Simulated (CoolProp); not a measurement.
The fluid at 256.56 K and 3.29 MPa (liquid) is heated at constant pressure to 271.8 K. The same conditions are run with several fluids, on thermodynamics alone (safety and materials aside).

Computed with CoolProp (reference Helmholtz-energy equation of state of each fluid (carbon dioxide: Span 1996; R113: Marx 1992; tetrahydrofuran: Fiedler 2023; hexamethyldisiloxane (MM): Thol 2016; the fluoroketone C6F12O (FK-5-1-12): McLinden 2015)).

### Question
Rank carbon dioxide, R113, tetrahydrofuran, hexamethyldisiloxane (MM), the fluoroketone C6F12O (FK-5-1-12) by heat (kJ/kg), highest first.

### Answer
carbon dioxide (272), hexamethyldisiloxane (MM) (27.6), tetrahydrofuran (24.5), the fluoroketone C6F12O (FK-5-1-12) (16.5), R113 (13.5)

```
fluid                                final phase  final density (kg/m³)
-----------------------------------  -----------  ---------------------
carbon dioxide                               gas                   90.3
R113                                      liquid                   1630
tetrahydrofuran                           liquid                    913
hexamethyldisiloxane (MM)                 liquid                    791
the fluoroketone C6F12O (FK-5-1-12)       liquid                   1690
```
